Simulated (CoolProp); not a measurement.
Vapour-liquid equilibrium of R125 (1) + isobutane (2) at 293.3 K; x and y are mole fractions of (1).

Model: multi-fluid Helmholtz-energy mixture model, Lemmon 2005 and Bücker 2006; pair parameters Bell 2016, in CoolProp.

Q: Give the bubble pressure and the first vapour's composition at x = 0.15, 0.25, 0.75. Is there an azeotrope?

A: x = 0.15: 655.5 kPa, y = 0.556; x = 0.25: 814.6 kPa, y = 0.658; x = 0.75: 1158 kPa, y = 0.841. No azeotrope shows between x = 0.05 and 0.95.

The pair parameters rest on a limited set of measurements; away from them the model extrapolates. With so large a gap from Raoult's law the liquid may split in two, which this calculation doesn't test in full.
